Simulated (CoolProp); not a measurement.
Properties of water along the isobar 15700 kPa.

The numbers come from the reference Helmholtz-energy equation of state, Wagner 2002 in CoolProp.

| T (K) | phase | cv (kJ/(kg K)) | speed of sound (m/s) | isothermal compressibility (1/MPa) | viscosity (µPa s) |
|---|---|---|---|---|---|
| 461.4 | liquid | 3.353 | 1415 | 0.0007336 | 147 |
| 471.7 | liquid | 3.314 | 1386 | 0.0007911 | 139 |
| 482 | liquid | 3.278 | 1354 | 0.0008579 | 132 |
| 492.3 | liquid | 3.243 | 1321 | 0.0009359 | 126 |
| 502.6 | liquid | 3.210 | 1285 | 0.001028 | 120 |
| 512.9 | liquid | 3.178 | 1247 | 0.001138 | 114 |
| 523.2 | liquid | 3.148 | 1207 | 0.001270 | 110 |
| 533.5 | liquid | 3.121 | 1165 | 0.001432 | 105 |
| 543.7 | liquid | 3.095 | 1120 | 0.001632 | 100 |
| 554 | liquid | 3.072 | 1071 | 0.001890 | 96.2 |
| 564.3 | liquid | 3.052 | 1019 | 0.002228 | 92.1 |
| 574.6 | liquid | 3.035 | 963.2 | 0.002691 | 88.0 |
| 584.9 | liquid | 3.024 | 901.5 | 0.003360 | 83.9 |

Viscosity comes from a separate model (Huber 2009).
